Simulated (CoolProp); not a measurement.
A closed Brayton cycle with carbon dioxide: compressor inlet 319.15 K and 9 MPa, high pressure 18.4 MPa, turbine inlet 815 K, compressor efficiency 0.85, turbine efficiency 0.9, recuperator effectiveness 0 (on enthalpy, no pinch check). Each further row changes one setting.

The numbers come from the reference Helmholtz-energy equation of state, Span 1996 in CoolProp.

| case | thermal efficiency (%) | net work (kJ/kg) | compressor to turbine work | compressor exit (K) | turbine exit (K) |
|---|---|---|---|---|---|
| as stated | 11.1 | 67.1 | 0.29 | 368.0 | 729.2 |
| turbine inlet 765 K | [?] | [?] | 0.31 | 368.0 | 682.3 |
| compressor inlet 329.15 K | 10.8 | [?] | [?] | 387.4 | 729.2 |
| high pressure 15.6 MPa | [?] | [?] | 0.28 | 356.6 | [?] |
| recuperator effectiveness 0.5 | 17.2 | 67.1 | 0.29 | 368.0 | 729.2 |

Fill in the missing entries.


- turbine inlet 765 K, thermal efficiency (%): 11.2
- turbine inlet 765 K, net work (kJ/kg): 60.6
- compressor inlet 329.15 K, net work (kJ/kg): 60.2
- compressor inlet 329.15 K, compressor to turbine work: 0.36
- high pressure 15.6 MPa, thermal efficiency (%): 8.7
- high pressure 15.6 MPa, net work (kJ/kg): 53.5
- high pressure 15.6 MPa, turbine exit (K): 748.6
